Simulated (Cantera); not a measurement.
A Cantera script and what it prints.

```python
import numpy as np
import cantera as ct

gas_names = [...]  # 115 gases of nasa_gas.yaml made of C, Ca, H, O
cond_names = """
    C(gr) C6H6(L) C7H8(L) C8H18(L),n-octa Ca(a) Ca(b) Ca(L) CaCO3(caL) CaO(s) CaO(L) CaO2H2(s) H2O(s)
    H2O(L)
""".split()


# ... load() reads the species with a 1 bar reference pressure and builds the phases ...
atoms = {
    'Ca(OH)2': {'Ca': 1, 'O': 2, 'H': 2},
    'C': {'C': 1},
    'H2': {'H': 2},
}
top_T = {'C(gr)': 4500}  # K; cautious upper limits of use, not melting points


# ... equilibrate(T, P, feed) seeds the gas with the atoms and calls Mixture.equilibrate('TP', solver="vcs", rtol=1e-11, max_steps=5000) ...
results = []
feed = {'Ca(OH)2': 1, 'C': 0.037, 'H2': 2.7}  # mol
P = 1333.22  # Pa
for T in [1098, 1248, 1398, 1548, 1698, 1848, 1998, 2148]:
    mix = equilibrate(T, P, feed)
    results.append((T, P, feed, dict(zip(mix.species_names, mix.species_moles))))
    x = sorted(zip(gas.X, gas.species_names), reverse=True)
    print(f"T = {T:g} K  P = {P:g} Pa  gas = {mix.phase_moles(0):.4g} mol")
    print("   x: " + "  ".join(f"{s} {v:.3e}" for v, s in x if v > 0.0001))
    print("   condensed (mol): " + ("  ".join(f"{mix.phase(i).name} {mix.phase_moles(i):.4g}"
          for i in range(1, mix.n_phases) if mix.phase_moles(i) > 1e-12) or "none"))
```

Output:

```
T = 1098 K  P = 1333.22 Pa  gas = 3.737 mol
   x: H2 7.349e-01  H2O 2.552e-01  CO 7.362e-03  CO2 2.539e-03
   condensed (mol): CaO(s) 1
T = 1248 K  P = 1333.22 Pa  gas = 3.737 mol
   x: H2 7.342e-01  H2O 2.559e-01  CO 8.090e-03  CO2 1.811e-03
   condensed (mol): CaO(s) 1
T = 1398 K  P = 1333.22 Pa  gas = 3.737 mol
   x: H2 7.338e-01  H2O 2.563e-01  CO 8.524e-03  CO2 1.377e-03
   condensed (mol): CaO(s) 1
T = 1548 K  P = 1333.22 Pa  gas = 3.737 mol
   x: H2 7.333e-01  H2O 2.566e-01  CO 8.796e-03  CO2 1.104e-03  H 2.284e-04
   condensed (mol): CaO(s) 1
T = 1698 K  P = 1333.22 Pa  gas = 3.739 mol
   x: H2 7.324e-01  H2O 2.566e-01  CO 8.973e-03  H 1.072e-03  CO2 9.222e-04
   condensed (mol): CaO(s) 1
T = 1848 K  P = 1333.22 Pa  gas = 3.745 mol
   x: H2 7.298e-01  H2O 2.563e-01  CO 9.085e-03  H 3.923e-03  CO2 7.958e-04  OH 1.013e-04
   condensed (mol): CaO(s) 1
T = 1998 K  P = 1333.22 Pa  gas = 3.76 mol
   x: H2 7.229e-01  H2O 2.550e-01  H 1.181e-02  CO 9.136e-03  CO2 7.042e-04  OH 4.146e-04
   condensed (mol): CaO(s) 0.9997
T = 2148 K  P = 1333.22 Pa  gas = 3.799 mol
   x: H2 7.065e-01  H2O 2.516e-01  H 3.034e-02  CO 9.106e-03  OH 1.391e-03  CO2 6.349e-04  Ca 2.146e-04  CaOH 1.641e-04
   condensed (mol): CaO(s) 0.9983
```

Equilibrium computed with Cantera from the NASA thermochemical tables; the gas is ideal and each condensed phase is pure.
